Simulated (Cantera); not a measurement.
## Low-pressure radical oxidation in H2/O2

An isothermal, constant-pressure homogeneous reactor starts with H2 : O2 = 0.012 : 1 (molar parts), equivalence ratio 0.0060, at 1175 K and 0.00118 atm.

Model: GRI-Mech 3.0 (53 species, 325 reactions), integrated in Cantera. Radical loss at walls, strong at low pressure, is not modelled.

```tsv
t (s)	x H2	x O2	x H2O2	x O	x H2O	x HO2	x H
3.00e-5	0.0119	0.988	<1e-12	<1e-12	<1e-12	1.79e-11	1.74e-11
8.58e-5	0.0119	0.988	<1e-12	3.97e-12	<1e-12	5.13e-11	4.73e-11
0.000245	0.0119	0.988	<1e-12	2.94e-11	<1e-12	1.47e-10	1.18e-10
0.000702	0.0119	0.988	<1e-12	1.89e-10	1.47e-11	4.20e-10	2.45e-10
0.00201	0.0119	0.988	<1e-12	9.92e-10	2.25e-10	1.20e-9	4.32e-10
0.00574	0.0119	0.988	<1e-12	5.30e-9	2.94e-9	3.43e-9	1.07e-9
0.0164	0.0119	0.988	5.46e-12	6.19e-8	6.09e-8	9.83e-9	8.87e-9
0.0470	0.0118	0.988	4.49e-11	1.89e-5	2.15e-5	3.32e-8	2.60e-6
0.134	0.000139	0.977	3.15e-9	0.00992	0.0108	1.24e-7	0.000802
0.385	5.89e-5	0.977	2.08e-9	0.0101	0.0110	1.07e-7	0.000658
1.10	5.64e-5	0.978	2.08e-9	0.00968	0.0111	1.05e-7	0.000616
3.15	5.02e-5	0.979	2.07e-9	0.00856	0.0112	9.99e-8	0.000513
9.00	3.69e-5	0.981	2.04e-9	0.00621	0.0113	8.73e-8	0.000319
```
x: mole fraction; the columns are a selection and need not sum to one.

Equilibrium at this temperature and pressure: H2 2.61e-9, O2 0.988, H2O2 7.83e-12, O 4.22e-7, H2O 0.0119, HO2 2.07e-9, H 1.82e-10 (gas phase only).
